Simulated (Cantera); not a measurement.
Feed: 1 mol Si3N4, 3.9 mol N2O, 930 mol N2, 0.041 mol H2O, at 1850 K and 29.0 mbar.

These are equilibrium values from Cantera (NASA tables, ideal gas, pure condensed phases), not measurements of a reactor. Candidate condensed phases: H2O, Si, SiO2, Si2N2O, Si3N4; 35 gas species. The tables hold silica as quartz up to 1696 K and as liquid above; real silica turns to tridymite and cristobalite and melts near 1996 K. Rates play no part.

Base state: N2 0.998, SiO 0.00220, H2 3.19e-5, H 1.79e-5 (mole fractions); condensed: SiO2(condensed).

Task: What changes in the equilibrium state with this change: temperature from 1850 K to 1175 K?

Result: 
| species | before | after |
|---|---|---|
| N2 | 0.998 | 1.000 |
| H2 | 3.19e-5 | 4.38e-5 |
| H | 1.79e-5 | 4.77e-9 |
| SiO | 0.00220 | 3.45e-9 |
| SiO2(condensed), mol | 0.937 | 0 |
| SiO2(β-quartz), mol | 0 | 1.63 |
| Si2N2O(s), mol | 0 | 0.686 |
Mutual solubility and eutectic melting of coexisting phases are not modelled.
